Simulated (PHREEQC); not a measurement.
Acid rinse or clean (model solution)

Consider water at 49 °C with 0.011 mol HBr, 0.033 mol NaCl, 0.06 mol KCl and 0.00091 mol NaOH per kg of water. Closed to the air; pH follows from the charge balance.

The numbers come from PHREEQC with the ion-association model, phreeqc.dat.

This is a speciation only: nothing precipitates in the calculation.

Q: What pH, specific conductance, density does the model give?

A: pH 2.08; specific conductance 23200 µS/cm; density 0.993 g/cm³.

Away from 25 °C the constants follow the database's enthalpies or fits; those with neither stay at their 25 °C values.
